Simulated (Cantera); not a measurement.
# Ignition delay

Mixture: 14.6 % CO, 16.1 % H2, 11.0 % O2, 58.3 % N2, at 2.17 atm, adiabatic and at constant volume. Ignition delay is the time to a rise of 400 K.

Cantera simulation using GRI-Mech 3.0 (53 species, 325 reactions); the numbers are that mechanism's predictions, not measurements. The hydrogen kinetics of GRI-Mech 3.0 are dated; newer H2 mechanisms differ, most at raised pressure. Where the delays flatten at high temperature, the 400 K rule measures the pace of heat release, not the induction time.

```csv
T0 (K),delay (ms)
1275,0.0213
1375,0.0142
1475,0.0106
1575,0.00864
1675,0.00758
1775,0.00710
1875,0.00704
1975,0.00731
2075,0.00787
```
